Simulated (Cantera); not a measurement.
# Thermodynamics of silicon oxide and oxynitride deposition, feed SiH4 + CO2 + H2

Charge: 1 mol SiH4, 0.18 mol CO2, 21 mol H2, equilibrated at 1700 °C.

Cantera equilibrium calculation (NASA polynomials, part measured and part estimated; ideal gas, pure solids and liquids). Candidate condensed phases: C, C6H6, C7H8, C8H18, H2O, Si, SiC, SiO2; 123 gas species. Mutual solubility and eutectic melting of coexisting phases are not modelled. Gases not in the tables: Si2H6 and higher silanes. Rates play no part.

From 5.00e-5 bar to 0.000590 bar nothing is condensed. From 0.00210 bar to 1.00 bar the condensed part is Si(l) + SiC(s). The main Si-bearing gas is Si at 5.00e-5 bar and SiO at 1.00 bar.

| P (Pa) | log p H2 | log p H | log p Si | log p SiO | log p CO | n Si(l) | n SiC(s) |
|---|---|---|---|---|---|---|---|
| 5 | -4.41 | -5.07 | -5.81 | -6.47 | -6.47 | 0 | 0 |
| 17 | -3.84 | -4.79 | -5.27 | -5.91 | -5.92 | 0 | 0 |
| 59 | -3.27 | -4.51 | -4.75 | -5.33 | -5.41 | 0 | 0 |
| 210 | -2.70 | -4.22 | -4.50 | -4.61 | -5.16 | 0.224 | 0.0920 |
| 710 | -2.16 | -3.95 | -4.50 | -4.07 | -4.63 | 0.499 | 0.0983 |
| 2400 | -1.63 | -3.68 | -4.50 | -3.54 | -4.09 | 0.580 | 0.100 |
| 8400 | -1.08 | -3.41 | -4.50 | -3.00 | -3.55 | 0.605 | 0.101 |
| 29000 | -0.55 | -3.14 | -4.50 | -2.46 | -3.01 | 0.613 | 0.101 |
| 100000 | -0.01 | -2.87 | -4.50 | -1.92 | -2.47 | 0.615 | 0.100 |
log p: log10 of the partial pressure in bar; n: condensed amount in mol.
